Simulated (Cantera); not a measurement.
Feed: 1 mol HCl, 2.4 mol O₂, held at 1052 °C and 11.0 Pa.

Equilibrium computed with Cantera from the NASA thermochemical tables; the gas is ideal and each condensed phase is pure. Candidate condensed phases: H₂O; 14 gas species. Kinetics and transport are ignored.

**Question.** What is the equilibrium state?

**Answer.** 
```json
{
 "x(O₂)": "0.685",
 "x(HCl)": "0.239",
 "x(Cl)": "0.0494",
 "x(H₂O)": "0.0258",
 "x(Cl₂)": "0.00113",
 "x(OH)": "9.30e-5",
 "x(O)": "2.17e-5",
 "x(ClO)": "1.35e-5",
 "gas_amount": "3.441 mol"
}
```
